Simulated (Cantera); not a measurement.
An isothermal, constant-pressure homogeneous reactor starts with 7.06 % H₂, 92.9 % O₂, equivalence ratio 0.038, at 1350 K and 3.53 Torr.

Model: the H2/O2 subset of GRI-Mech 3.0, which has no nitrogen chemistry, integrated in Cantera. Radical loss at walls, strong at low pressure, is not modelled. The temperature is held fixed by assumption; the heat of reaction is taken as removed at once.

One state of this run: x H₂ = 0.00146; x O₂ = 0.878; x H₂O = 0.0611; x H₂O₂ = 3.16e-8; x H = 0.00990. x: mole fraction; the columns are a selection and need not sum to one.

Problem. Which value of t (s) does it belong to?
A) 0.0451
B) 0.00393
C) 0.000344
D) 20.0

Solution. A, 0.0451
